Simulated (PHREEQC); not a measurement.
0.52 g of hydrous ferric oxide (600 m²/g; 0.2 weak and 0.005 strong sites per Fe, Dzombak-Morel constants, diffuse double layer) in 1 kg of water with 0.05 mol/kgw of an inert sodium salt, at 25 °C; the pH is set by adding NaOH or the inert anion's acid. Oxygen is held at 0.21 atm. CO2 from the air is kept out. Nothing may precipitate in this run.

Computed with PHREEQC (ion-association model, wateq4f.dat).

```tsv
pH	surface charge σ (C/m²)	surface potential ψ (mV)
4	0.294	160
4.5	0.239	149
5	0.181	___
5.5	0.130	118
6	0.089	___
6.5	___	78
7	0.034	56
7.5	0.017	31
8	0.003	6
8.5	-0.010	-20
9	-0.026	-45
9.5	-0.046	___
10	-0.074	-90
```

### Question
What belongs in the gaps?

### Answer

- 5, surface potential ψ (mV): 135
- 6, surface potential ψ (mV): 99
- 6.5, surface charge σ (C/m²): 0.058
- 9.5, surface potential ψ (mV): -69
